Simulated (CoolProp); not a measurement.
Vapour-liquid equilibrium of dimethyl ether (1) + n-pentane (2) at 254.8 K; x and y are mole fractions of (1).

The numbers come from the multi-fluid Helmholtz-energy mixture model, Wu 2011 and Thol 2019; pair parameters Bell 2016 in CoolProp.

| x | bubble pressure, mixture model (MPa) | bubble pressure, Raoult's law (MPa) | y, mixture model | y, Raoult's law |
|---|---|---|---|---|
| 0.05 | … | 0.01603 | 0.327 | 0.415 |
| 0.2 | … | 0.03450 | 0.786 | 0.771 |
| 0.35 | 0.06388 | 0.05296 | … | 0.879 |
| 0.5 | … | 0.07143 | 0.947 | 0.931 |
| 0.65 | 0.1043 | 0.08989 | 0.965 | 0.962 |
| 0.8 | 0.1156 | 0.1084 | 0.976 | 0.982 |
| 0.95 | 0.1278 | 0.1268 | 0.992 | 0.996 |

Task: Some entries are withheld; supply them.

Result: 
- 0.05, bubble pressure, mixture model (MPa): 0.01392
- 0.2, bubble pressure, mixture model (MPa): 0.03545
- 0.35, y, mixture model: 0.907
- 0.5, bubble pressure, mixture model (MPa): 0.08817

The largest gap from Raoult's law is +23.4 % in bubble pressure, at x = 0.5. No azeotrope shows between x = 0.05 and 0.95.

Pair parameters are fitted to limited data, so mixtures are less certain than the pure fluids. The gap from Raoult's law changes sign with composition, which may be real or a fault of the pair parameters; it wasn't checked against measurements.
